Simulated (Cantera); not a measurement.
**Reactions in the system N-O-Zr**

Source: NASA polynomial tables (part measured, part estimated), evaluated in Cantera. Values are per mole of reaction as written; species without (g) are pure solids or liquids, kept so even where they would boil at 1 bar. ZrN: taken at fixed stoichiometry.

ZrO2 + NO2(g) = ZrN + 4 O(g)

| T (K) | ΔH° (kJ) | ΔS° (J/K) | ΔG° (kJ) | log10 K | condensed phases |
|---|---|---|---|---|---|
| 300 | 1694.8 | 392.8 | 1576.9 | -274.56 | ZrO2(monoclinic), ZrN(s) |
| 1000 | 1706.5 | 416.2 | 1290.4 | -67.40 | ZrO2(monoclinic), ZrN(s) |
| 1100 | 1707.2 | 416.9 | 1248.7 | -59.30 | ZrO2(monoclinic), ZrN(s) |
| 1200 | 1707.9 | 417.4 | 1207.0 | -52.54 | ZrO2(monoclinic), ZrN(s) |
| 1300 | 1708.4 | 417.8 | 1165.2 | -46.82 | ZrO2(monoclinic), ZrN(s) |
| 1400 | 1708.9 | 418.2 | 1123.4 | -41.92 | ZrO2(monoclinic), ZrN(s) |
| 1500 | 1703.4 | 414.5 | 1081.7 | -37.67 | ZrO2(tetragonal), ZrN(s) |
| 1600 | 1704.4 | 415.1 | 1040.2 | -33.96 | ZrO2(tetragonal), ZrN(s) |
| 1700 | 1705.4 | 415.7 | 998.7 | -30.68 | ZrO2(tetragonal), ZrN(s) |
| 1800 | 1706.4 | 416.3 | 957.1 | -27.77 | ZrO2(tetragonal), ZrN(s) |
